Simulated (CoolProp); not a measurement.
A Linde-Hampson liquefier for CF4 (R14): isothermal reversible compression at 320 K from 1 atm to 30 MPa, throttling to 1 atm, return gas leaving the recuperator 0 K below the feed. Each further row changes one setting.

The numbers come from the reference Helmholtz-energy equation of state, Platzer 1990 in CoolProp. This equation is an older, rougher fit; its heat capacities, sound speeds and derivatives of the liquid may be far off and weren't checked against measurements.

```tsv
case	liquid yield per pass	compression work (kJ/kg of gas)
as stated	…	159
warm-end temperature 350 K	0.196	…
warm-end gap 5 K	…	159
```

Complete the blanks.


- as stated, liquid yield per pass: 0.249
- warm-end temperature 350 K, compression work (kJ/kg of gas): 179
- warm-end gap 5 K, liquid yield per pass: 0.238
